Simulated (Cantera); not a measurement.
Mixture: CH4 : O2 : N2 = 1 : 2.2 : 8.26 (molar parts), equivalence ratio 0.91, at 4.74 atm, adiabatic and at constant volume. Ignition delay is the time to a rise of 400 K.

Computed with Cantera and GRI-Mech 3.0 (53 species, 325 reactions).

Q: What does this change do: CH4 1 to 1.8 parts?

A: 
```tsv
quantity	before	after
delay at 1150 K	18.5 ms	25.1 ms
delay at 1225 K	6.87 ms	9.24 ms
delay at 1300 K	2.73 ms	3.65 ms
delay at 1375 K	1.15 ms	1.53 ms
delay at 1450 K	0.517 ms	0.672 ms
delay at 1525 K	0.245 ms	0.310 ms
delay at 1600 K	0.123 ms	0.150 ms
apparent activation energy between 1450 and 1600 K	180 kJ/mol	190 kJ/mol
```
